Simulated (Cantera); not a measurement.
Feed: 1 mol SiCl₄, 1.3 mol Cl₂, 0.35 mol H₂, equilibrated at 1123.15 K and 1.00 bar.

These are equilibrium values from Cantera (NASA tables, ideal gas, pure condensed phases), not measurements of a reactor. Candidate condensed phases: Si; 19 gas species. Rates play no part.

Base state: SiCl₄ 0.377, Cl₂ 0.358, HCl 0.264, Cl 0.00120 (mole fractions); condensed: gas only.

**Question.** What changes in the equilibrium state with this change: temperature from 1123.15 K to 723.15 K?

**Answer.** 
```csv
species,before,after
SiCl₄,0.377,0.377
Cl₂,0.358,0.358
HCl,0.264,0.264
Cl,0.00120,7.79e-7
```
